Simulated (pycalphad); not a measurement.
Computed with pycalphad from the COST 507 light-alloy database (1999), at 1 atm. The database dates from 1999; later assessments differ in places, in temperatures and in the compounds included.

Q: How does the equilibrium phase assembly of Si-10.81Al (at.%) change on cooling from 1577 °C to 227 °C?

A: 
```json
[
 {"T (°C)": "1360.8", "phases above": "liquid", "phases below": "diamond (Si) + liquid"},
 {"T (°C)": "577.0", "phases above": "diamond (Si) + liquid", "phases below": "diamond (Si) + fcc"}
]
```
Changes were sought between steps of 75 K, so a narrower field can be missed.
